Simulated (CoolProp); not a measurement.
Computed with CoolProp (reference Helmholtz-energy equation of state, Thol 2017).

For octamethyltrisiloxane (MDM), give the phase and the density (kg/m³), cv (kJ/(kg K)), Joule-Thomson coefficient (K/MPa) at 360.2 K and 64.7 kPa; 360.2 K and 886 kPa.


- 360.2 K and 64.7 kPa: liquid; density 751, cv 1.62, Joule-Thomson coefficient -0.331
- 360.2 K and 886 kPa: liquid; density 753, cv 1.62, Joule-Thomson coefficient -0.337
